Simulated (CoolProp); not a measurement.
The numbers come from the reference Helmholtz-energy equation of state, Lemmon 2009 in CoolProp.

Question: Give the vapour pressure (MPa), surface tension (mN/m), liquid conductivity (mW/(m K)) of saturated propane at 22.35 °C.

Answer: 
```
T (°C)  p (MPa)  surface tension (mN/m)  liquid conductivity (mW/(m K))
------  -------  ----------------------  ------------------------------
22.35     0.889                    7.34                            95.1
```

Thermal conductivity comes from a separate model (Marsh 2002). Surface tension comes from a separate correlation (Mulero 2012).
